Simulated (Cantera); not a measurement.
A freely propagating, adiabatic, planar premixed flame of 6.93 % CH4, 19.6 % O2, 73.5 % N2, unburnt at 700 K and 95000 Pa; mixture-averaged transport, grid criteria slope 0.08 and curve 0.16, no radiation.

Computed with Cantera and GRI-Mech 3.0 (53 species, 325 reactions). Burning velocities carry a grid error of a few per cent, more on coarse grids.

x: mole fraction of selected species; z is measured from the peak of heat release.

| z (mm) | T (K) | u (m/s) | x CH4 | x O2 | x H2 | x H | x CO2 | x NO2 |
|---|---|---|---|---|---|---|---|---|
| -1.13 | 700 | 1.36 | 0.0693 | 0.195 | 0.000595 | <1e-8 | 3.83e-7 | <1e-8 |
| -0.754 | 702 | 1.36 | 0.0690 | 0.195 | 0.00159 | <1e-8 | 5.37e-6 | <1e-8 |
| -0.566 | 709 | 1.38 | 0.0685 | 0.194 | 0.00272 | 2.60e-8 | 2.62e-5 | <1e-8 |
| -0.377 | 747 | 1.45 | 0.0657 | 0.191 | 0.00483 | 1.51e-6 | 0.000213 | <1e-8 |
| -0.189 | (withheld) | 1.97 | 0.0491 | 0.170 | 0.00857 | 9.34e-5 | 0.00287 | 1.50e-8 |
| -0.0943 | (withheld) | 2.60 | 0.0284 | 0.139 | 0.0106 | 0.000556 | 0.00848 | <1e-8 |
| 0 | (withheld) | 3.27 | 0.00760 | 0.101 | 0.0104 | 0.00211 | 0.0189 | <1e-8 |
| 0.0943 | 1790 | 3.56 | 0.000690 | 0.0773 | 0.00734 | 0.00378 | 0.0308 | <1e-8 |
| 0.189 | 1838 | 3.64 | 3.39e-5 | 0.0689 | 0.00561 | 0.00444 | 0.0403 | <1e-8 |
| 0.377 | 1897 | 3.74 | 1.07e-7 | 0.0637 | 0.00495 | 0.00421 | 0.0507 | <1e-8 |
| 0.754 | 1971 | 3.87 | <1e-8 | 0.0605 | 0.00412 | 0.00292 | 0.0577 | <1e-8 |
| 1.51 | 2044 | 3.99 | <1e-8 | 0.0587 | 0.00274 | 0.00143 | 0.0616 | <1e-8 |
| 3.02 | 2101 | 4.09 | <1e-8 | 0.0575 | 0.00152 | 0.000552 | 0.0646 | 1.54e-8 |

Problem. What belongs in the gaps?

Solution. 
- -0.189, T (K): 1002
- -0.0943, T (K): 1317
- 0, T (K): 1644
